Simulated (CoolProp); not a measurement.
A simple Rankine cycle with cis-2-butene: condensing at 294.15 K, boiler at 1.15 MPa, turbine inlet 403 K, turbine efficiency 0.65, pump efficiency 0.8, no recuperator. Each further row changes one setting.

Values from CoolProp's reference Helmholtz-energy equation of state, Lemmon 2005. It is a short technical equation, of lower accuracy than the large ones.

| case | thermal efficiency (%) | net work (kJ/kg) | heat in (kJ/kg) | turbine exit temperature (K) | volume ratio over the turbine |
|---|---|---|---|---|---|
| as stated | 10.4 | 57.6 | 555 | 356.7 | 6.09 |
| turbine inlet 423 K | 10.4 | … | 596 | 377.9 | 6.03 |
| condensing temperature 286.15 K | 11.5 | 66.1 | … | 350.9 | 7.94 |
| boiler pressure 0.805 MPa | 8.6 | 48.6 | 565 | … | … |
| turbine efficiency 0.55 | 8.7 | 48.5 | 555 | … | … |

Question: Complete the blanks.

Answer: 
- turbine inlet 423 K, net work (kJ/kg): 61.8
- condensing temperature 286.15 K, heat in (kJ/kg): 573
- boiler pressure 0.805 MPa, turbine exit temperature (K): 367.5
- boiler pressure 0.805 MPa, volume ratio over the turbine: 4.19
- turbine efficiency 0.55, turbine exit temperature (K): 362.0
- turbine efficiency 0.55, volume ratio over the turbine: 6.20
